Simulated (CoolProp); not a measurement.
Fluorine along the isobar 19200 kPa: density (kg/m³) from the reference equation and from simpler models built on Tc = -128.7 °C, pc = 5240 kPa, ω = 0.045; each cubic takes its own stable root.

Values from CoolProp's reference Helmholtz-energy equation of state, de Reuck 1990.

| T (°C) | phase | reference |
|---|---|---|
| -155.25 | liquid | 1335 |
| -132.65 | liquid | 1162 |
| -110.05 | supercritical | 953.8 |
| -87.55 | supercritical | 723.1 |
| -64.95 | supercritical | 550.8 |
| -42.35 | supercritical | 447.0 |
| -19.75 | supercritical | 380.4 |
| 2.85 | supercritical | 334.3 |

Problem. How far does each simpler model (Redlich-Kwong, Soave-Redlich-Kwong, Peng-Robinson) lie from the reference over these 8 states: mean and median of the absolute difference, and the worst?

Solution. 
- Redlich-Kwong: mean 1.6 %, median 1.7 %, worst -4.0 % at -110.05 °C and 19200 kPa
- Soave-Redlich-Kwong: mean 2.9 %, median 2.7 %, worst -5.1 % at -87.55 °C and 19200 kPa
- Peng-Robinson: mean 4.8 %, median 2.6 %, worst +12.4 % at -155.25 °C and 19200 kPa
